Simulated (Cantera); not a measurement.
Input: 1 mol SiHCl3, 18 mol N2, held at 850 °C and 0.300 Torr.

Cantera equilibrium calculation (NASA polynomials, part measured and part estimated; ideal gas, pure solids and liquids). Candidate condensed phases: NH4Cl, Si, Si3N4; 28 gas species. N2 is the only nitrogen source here; it is nearly inert below about 1500 K, so the nitride shown seldom forms there in practice. The tables' values for SiCl3 are old estimates; treat these amounts as uncertain. Equilibrium is a limit: real reactors are often held back by kinetics, nucleation or transport.

Q: What is the equilibrium state?

A: 
| Property | Result |
|---|---|
| x(N2) | 0.922 |
| x(HCl) | 0.0485 |
| x(SiCl4) | 0.0255 |
| x(H2) | 0.00181 |
| x(SiCl3) | 0.00136 |
| x(SiCl2) | 0.000904 |
| x(SiHCl3) | 1.63e-5 |
| x(Cl) | 2.15e-6 |
| n(Si3N4(s)) | 0.156 mol |
| gas amount | 19.19 mol |
| log10 activity of Si(s) (absent) | -3.48 |
